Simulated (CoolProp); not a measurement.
Properties of carbon dioxide along the isotherm 281 K (Tc = 304.1 K, pc = 7377 kPa, ω = 0.224).

The numbers come from the reference Helmholtz-energy equation of state, Span 1996 in CoolProp.

```csv
p (kPa),phase,density (kg/m³),cp (kJ/(kg K)),isothermal compressibility (1/MPa),expansivity (1/kK)
6710,liquid,904.9,2.526,0.01085,7.455
13400,liquid,955.1,2.160,0.006248,5.123
20100,liquid,989.5,2.001,0.004517,4.140
26800,liquid,1016,1.908,0.003574,3.563
33500,liquid,1039,1.845,0.002973,3.173
40200,liquid,1058,1.799,0.002552,2.887
46900,liquid,1075,1.763,0.002240,2.666
53700,liquid,1091,1.735,0.001996,2.486
60400,liquid,1105,1.712,0.001804,2.340
67100,liquid,1118,1.693,0.001648,2.217
73800,liquid,1129,1.677,0.001517,2.112
```
